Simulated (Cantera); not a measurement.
# Silicon oxide and oxynitride deposition: TEOS + O3 + H2

Feed: 1 mol TEOS, 0.46 mol O3, 0.15 mol H2, held at 0.133 bar.

These are equilibrium values from Cantera (NASA tables, ideal gas, pure condensed phases), not measurements of a reactor. Candidate condensed phases: C, C6H6, C7H8, C8H18, H2O, Si, SiC, SiO2; 123 gas species. The feed counts by its element totals alone. The tables hold silica as quartz up to 1696 K and as liquid above; real silica turns to tridymite and cristobalite and melts near 1996 K. Kinetics and transport are ignored.

```tsv
T (°C)	x H2	x CH4	x H2O	x CO	x CO2	n C(graphite)	n SiO2(α-quartz)	n SiO2(β-quartz)
350	0.234	0.372	0.347	0.00148	0.0464	4.78	1.00	0
425	0.440	0.229	0.264	0.00983	0.0566	5.42	1.00	0
500	0.618	0.108	0.170	0.0432	0.0607	5.86	1.00	0
575	0.709	0.0429	0.0840	0.120	0.0441	5.60	0	1.00
650	0.734	0.0167	0.0304	0.201	0.0170	5.01	0	1.00
725	0.742	0.00716	0.00956	0.237	0.00442	4.71	0	1.00
800	0.746	0.00341	0.00318	0.246	0.00114	4.63	0	1.00
875	0.748	0.00177	0.00119	0.249	0.000336	4.62	0	1.00
950	0.749	0.000996	0.000500	0.249	0.000114	4.61	0	1.00
1025	0.749	0.000596	0.000232	0.250	4.40e-5	4.62	0	1.000
1100	0.750	0.000377	0.000117	0.250	1.89e-5	4.62	0	1.000
1175	0.750	0.000250	6.33e-5	0.250	8.90e-6	4.62	0	1.000
1250	0.749	0.000172	3.64e-5	0.250	4.53e-6	4.61	0	0.993
```
x: gas mole fraction; n: condensed amount in mol.

From 350 °C to 500 °C the condensed part is C(graphite) + SiO2(α-quartz). From 575 °C to 1250 °C the condensed part is C(graphite) + SiO2(β-quartz).
